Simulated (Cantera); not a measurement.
A closed system holds: 1 mol BaF₂, a varied amount of H₂O, 0.24 mol N₂, 1 mol H₂, at 1650 K and 0.000180 bar.

These are equilibrium values from Cantera (NASA tables, ideal gas, pure condensed phases), not measurements of a reactor. Candidate condensed phases: Ba, BaF₂, BaO, Ba(OH)₂, H₂O; 45 gas species. Rates play no part.

Q: At 1.9 mol H₂O, list the 7 most abundant gas species with their mole fractions, and the condensed phases.

A: H₂O 0.427, H₂ 0.233, BaF₂ 0.203, HF 0.0647, N₂ 0.0576, BaF 0.00960, H 0.00327. Condensed: BaO(s).
